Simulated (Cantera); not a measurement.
A closed system holds: 1 mol SiHCl3, 13 mol NH3, equilibrated at 1.00 Torr.

Cantera equilibrium calculation (NASA polynomials, part measured and part estimated; ideal gas, pure solids and liquids). Candidate condensed phases: NH4Cl, Si, Si3N4; 28 gas species. The tables' values for SiCl, SiCl3, SiN are old estimates; treat these amounts as uncertain. Gases not in the tables: Si2H6 and higher silanes. The numbers say what is thermodynamically allowed, not how fast it happens.

x: gas mole fraction; n: condensed amount in mol.

```csv
T (°C),x H2,x N2,x HCl,x SiCl2,x H,x Si,x SiCl,n Si3N4(s),n Si(s),n Si(l)
452,0.677,0.214,0.109,2.39e-12,2.10e-12,<1e-12,<1e-12,0.332,0,0
552,0.677,0.213,0.109,5.07e-10,1.79e-10,<1e-12,<1e-12,0.333,0,0
652,0.677,0.213,0.110,3.37e-8,5.87e-9,<1e-12,<1e-12,0.333,0,0
752,0.677,0.213,0.110,9.78e-7,9.82e-8,<1e-12,<1e-12,0.333,0,0
852,0.677,0.213,0.110,…,…,<1e-12,5.40e-12,0.333,0,0
952,0.677,0.214,0.109,0.000154,7.02e-6,9.28e-12,5.76e-10,0.332,0,0
1052,0.677,0.214,0.107,0.00104,3.69e-5,1.58e-9,2.96e-8,0.323,0,0
1152,0.679,0.216,0.0997,0.00470,0.000154,1.29e-7,8.12e-7,0.289,0,0
1252,0.684,0.220,…,…,…,…,1.24e-5,…,0,0
1352,0.681,0.232,0.0642,0.0212,0.00159,0.000122,9.48e-5,0,0.397,0
1452,0.678,0.231,0.0642,0.0209,0.00419,0.000761,0.000298,0,0,0.378
1552,0.670,0.230,0.0659,0.0194,0.00987,0.00341,0.000750,0,0,0.326
```

Task: What belongs in the gaps?

Result: 
- 852, x SiCl2: 1.55e-5
- 852, x H: 1.00e-6
- 1252, x HCl: 0.0820
- 1252, x SiCl2: 0.0132
- 1252, x H: 0.000536
- 1252, x Si: 5.79e-6
- 1252, n Si3N4(s): 0.211
